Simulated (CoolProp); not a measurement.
The fluid at 298.15 K and 13.6 MPa is throttled through a valve to 8.78 MPa with no heat exchange. The same conditions are run with several fluids, on thermodynamics alone (safety and materials aside).

Model: reference Helmholtz-energy equation of state of each fluid (nitrous oxide: Lemmon 2006; water: Wagner 2002; R134a: Tillner-Roth 1994; propylene: Lemmon 2013; n-octane: Beckmüller 2019), in CoolProp.

| fluid | temperature change (K) | final density (kg/m³) |
|---|---|---|
| nitrous oxide | (withheld) | (withheld) |
| water | +1.1 | 1000 |
| R134a | +0.8 | 1250 |
| propylene | +0.9 | (withheld) |
| n-octane | +2.1 | 704 |

Q: Some entries are withheld; supply them.

A: 
- nitrous oxide, temperature change (K): -2.6
- nitrous oxide, final density (kg/m³): 824
- propylene, final density (kg/m³): 526
